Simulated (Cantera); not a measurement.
## Transport properties of process gases

Gas mixture: 56.2 % N2O, 43.8 % N2, at 1050 Torr, frozen composition.

Cantera's kinetic-theory transport with the Lennard-Jones parameters of GRI-Mech 3.0, ideal gas; thermal conductivity in the mixture-averaged form. The composition is frozen, though it would react at the higher temperatures.

```csv
T (K),ρ (kg/m³),cp (J/kg/K),μ (µPa s),λ (mW/m/K),Pr,D (cm²/s) N2,D (cm²/s) H,D (cm²/s) O
400,1.56,995.6,20.6,28.4,0.720,0.191,1.31,0.335
600,1.04,1092,28.3,42.6,0.725,0.389,2.67,0.675
800,0.779,1168,34.9,55.8,0.729,0.637,4.38,1.10
1000,0.623,1226,40.7,68.2,0.732,0.930,6.40,1.60
1200,0.519,1264,46.1,79.8,0.730,1.26,8.70,2.17
1400,0.445,1295,51.2,90.8,0.730,1.63,11.3,2.80
1600,0.390,1320,55.9,101,0.729,2.04,14.1,3.50
```
D: mixture-averaged diffusion coefficient of that species in the mixture.
